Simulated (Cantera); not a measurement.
Equilibrium for metals in furnace atmospheres: Al + H₂O + H₂

A closed system holds: 1 mol Al, a varied amount of H₂O, 4.6 mol H₂, equilibrated at 825 K and 173 Torr.

Equilibrium computed with Cantera from the NASA thermochemical tables; the gas is ideal and each condensed phase is pure. Candidate condensed phases: Al, Al₂O₃, H₂O; 19 gas species. Kinetics and transport are ignored.

From 0.027 mol H₂O to 0.99 mol H₂O the condensed part is Al(s) + Al₂O₃(s). At 1.5 mol H₂O the condensed part is Al₂O₃(s).

```tsv
n(H₂O) (mol)	x H₂	n Al(s)	n Al₂O₃(s)
0.027	1.00	0.982	0.00900
0.041	1.00	0.973	0.0137
0.061	1.00	0.959	0.0203
0.09	1.00	0.940	0.0300
0.13	1.00	0.913	0.0433
0.2	1.00	0.867	0.0667
0.3	1.00	0.800	0.100
0.44	1.00	0.707	0.147
0.66	1.00	0.560	0.220
0.99	1.00	0.340	0.330
1.5	1.00	0	0.500
```
x: gas mole fraction; n: condensed amount in mol.
